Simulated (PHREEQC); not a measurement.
Solution (20 °C): 0.29 mol H2SO4, 0.038 mol Fe(NO3)3 and 7.6e-06 mol CO2 per kg of water. Closed to the air; pH follows from the charge balance.

Equilibrium calculation in PHREEQC: ion-association model, wateq4f.dat.

This is a speciation only: nothing precipitates in the calculation.

Question: Estimate the pH, activity of water, ionic strength.

Answer: pH 0.59; activity of water 0.987; ionic strength 0.455 mol/kgw.

Question: In which forms is S present?

Answer: HSO4- 76 %, SO4-2 11 %, FeHSO4+2 7.5 %, FeSO4+ 4.5 %, Fe(SO4)2- 1.2 % of the S.

Species that the database lacks are ignored.
